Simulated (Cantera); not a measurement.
Charge: 1 mol PbO, 2.9 mol H2, at 475 K and 14000 Pa.

Equilibrium computed with Cantera from the NASA thermochemical tables; the gas is ideal and each condensed phase is pure. Candidate condensed phases: H2O, Pb, PbO, PbO2, Pb3O4; 12 gas species. Rates play no part.

Base state: H2 0.655, H2O 0.345 (mole fractions); condensed: Pb(s).

Question: What changes in the equilibrium state with this change: temperature from 475 K to 1300 K?

Answer: 
| species | before | after |
|---|---|---|
| H2 | 0.655 | 0.643 |
| H2O | 0.345 | 0.338 |
| Pb | <1e-9 | 0.0187 |
| Pb(s), mol | 1.00 | 0 |
| Pb(l), mol | 0 | 0.945 |
